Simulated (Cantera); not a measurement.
A perfectly stirred reactor is fed with CO : H2 : CH4 : O2 : N2 = 1 : 0.92 : 0.16 : 2.51 : 9.44 (molar parts), equivalence ratio 0.51, at 10500 Torr; it is adiabatic with a 375 K inlet, and is followed from long to short residence time, starting on the burning branch (τ in s: 0.071, 0.027, 0.01, 0.004, 0.0015, 0.00057, 0.00022, 8.3e-05, 3.2e-05).

Computed with Cantera and GRI-Mech 3.0 (53 species, 325 reactions). The pressure lies above the range GRI-Mech 3.0 was tuned for (to about 10 atm).

Task: What does this change do: CO 1 to 1.4 parts?

Result: 
```json
[
 {"quantity": "blow-out, bracketed by the residence times tried", "before": "burning at 0.220 ms, out at 83.0 µs", "after": "burning at 83.0 µs, out at 32.0 µs"},
 {"quantity": "x(CO) at τ = 71.0 ms", "before": "0.000134", "after": "0.000161"},
 {"quantity": "x(H2) at τ = 71.0 ms", "before": "1.34e-5", "after": "2.02e-5"},
 {"quantity": "x(CH4) at τ = 71.0 ms", "before": "1.29e-6", "after": "4.95e-7"},
 {"quantity": "x(CO2) at τ = 71.0 ms", "before": "0.0886", "after": "0.117"},
 {"quantity": "x(N2O) at τ = 71.0 ms", "before": "8.01e-7", "after": "8.16e-7"},
 {"quantity": "x(CO) at τ = 1.50 ms", "before": "0.00235", "after": "0.00211"},
 {"quantity": "x(H2) at τ = 1.50 ms", "before": "0.000202", "after": "0.000173"},
 {"quantity": "x(CH4) at τ = 1.50 ms", "before": "2.10e-5", "after": "9.62e-6"},
 {"quantity": "x(CO2) at τ = 1.50 ms", "before": "0.0862", "after": "0.115"},
 {"quantity": "x(N2O) at τ = 1.50 ms", "before": "3.75e-6", "after": "2.94e-6"}
]
```

Task: What does this change do: inlet temperature 375 to 550 K?

Result: 
| quantity | before | after |
|---|---|---|
| blow-out, bracketed by the residence times tried | burning at 0.220 ms, out at 83.0 µs | burning at 83.0 µs, out at 32.0 µs |
| x(CO) at τ = 71.0 ms | 0.000134 | 0.000105 |
| x(H2) at τ = 71.0 ms | 1.34e-5 | 1.55e-5 |
| x(CH4) at τ = 71.0 ms | 1.29e-6 | 5.84e-7 |
| x(CO2) at τ = 71.0 ms | 0.0886 | 0.0886 |
| x(N2O) at τ = 71.0 ms | 8.01e-7 | 8.32e-7 |
| x(CO) at τ = 1.50 ms | 0.00235 | 0.00160 |
| x(H2) at τ = 1.50 ms | 0.000202 | 0.000152 |
| x(CH4) at τ = 1.50 ms | 2.10e-5 | 1.14e-5 |
| x(CO2) at τ = 1.50 ms | 0.0862 | 0.0870 |
| x(N2O) at τ = 1.50 ms | 3.75e-6 | 3.08e-6 |

Task: What does this change do: N2 9.44 to 6.5 parts?

Result: 
```json
[
 {"quantity": "blow-out, bracketed by the residence times tried", "before": "burning at 0.220 ms, out at 83.0 µs", "after": "burning at 32.0 µs, the shortest tried"},
 {"quantity": "x(CO) at τ = 71.0 ms", "before": "0.000134", "after": "0.000212"},
 {"quantity": "x(H2) at τ = 71.0 ms", "before": "1.34e-5", "after": "4.26e-5"},
 {"quantity": "x(CH4) at τ = 71.0 ms", "before": "1.29e-6", "after": "2.37e-7"},
 {"quantity": "x(CO2) at τ = 71.0 ms", "before": "0.0886", "after": "0.114"},
 {"quantity": "x(N2O) at τ = 71.0 ms", "before": "8.01e-7", "after": "1.14e-6"},
 {"quantity": "x(CO) at τ = 1.50 ms", "before": "0.00235", "after": "0.00140"},
 {"quantity": "x(H2) at τ = 1.50 ms", "before": "0.000202", "after": "0.000154"},
 {"quantity": "x(CH4) at τ = 1.50 ms", "before": "2.10e-5", "after": "7.41e-6"},
 {"quantity": "x(CO2) at τ = 1.50 ms", "before": "0.0862", "after": "0.113"},
 {"quantity": "x(N2O) at τ = 1.50 ms", "before": "3.75e-6", "after": "2.11e-6"}
]
```
